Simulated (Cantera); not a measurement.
A perfectly stirred reactor is fed with CH₄ : H₂ : O₂ : N₂ = 1 : 0.68 : 2.75 : 10.4 (molar parts), equivalence ratio 0.85, at 593 Torr; it is adiabatic with a 398 K inlet, and is followed from long to short residence time, starting on the burning branch (τ in s: 0.045, 0.018, 0.0069, 0.0027, 0.001, 0.0004, 0.00016, 6.1e-05, 2.4e-05).

Cantera simulation using GRI-Mech 3.0 (53 species, 325 reactions); the numbers are that mechanism's predictions, not measurements.

**Question.** Predict: blow-out, bracketed by the residence times tried; x(CH₄) at τ = 45.0 ms; x(H₂) at τ = 45.0 ms; x(O₂) at τ = 45.0 ms; x(HCN) at τ = 45.0 ms; x(CH₂O) at τ = 45.0 ms; x(CH₄) at τ = 1.00 ms; x(H₂) at τ = 1.00 ms; x(O₂) at τ = 1.00 ms; x(HCN) at τ = 1.00 ms; x(CH₂O) at τ = 1.00 ms.

**Answer.** 
```json
{
 "blow_out_bracketed_by_the_residence_times_tried": "burning at 61.0 µs, out at 24.0 µs",
 "x(CH₄) at τ = 45.0 ms": "6.28e-6",
 "x(H₂) at τ = 45.0 ms": "0.00182",
 "x(O₂) at τ = 45.0 ms": "0.0292",
 "x(HCN) at τ = 45.0 ms": "1.11e-7",
 "x(CH₂O) at τ = 45.0 ms": "1.02e-6",
 "x(CH₄) at τ = 1.00 ms": "9.67e-5",
 "x(H₂) at τ = 1.00 ms": "0.00864",
 "x(O₂) at τ = 1.00 ms": "0.0365",
 "x(HCN) at τ = 1.00 ms": "2.49e-7",
 "x(CH₂O) at τ = 1.00 ms": "1.29e-5"
}
```
